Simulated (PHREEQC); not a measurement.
A solution holds 0.23 mol/kgw ZnCl2, 0.05 mol/kgw H3BO3 and 0.00726 mol/kgw H2SO4, at 52 °C. Closed to the air; pH follows from the charge balance.

Model: ion-association model, wateq4f.dat, run in PHREEQC.

Precipitation was switched off in this run.

Task: Estimate the pH.

Result: pH 2.00.

Task: In which forms is Cl present?

Result: Cl- 72 %, ZnCl+ 17 %, ZnCl2 4.9 %, ZnCl3- 3.5 %, ZnCl4-2 1.9 % of the Cl.

Species that the database lacks are ignored. Away from 25 °C the constants follow the database's enthalpies or fits; those with neither stay at their 25 °C values.
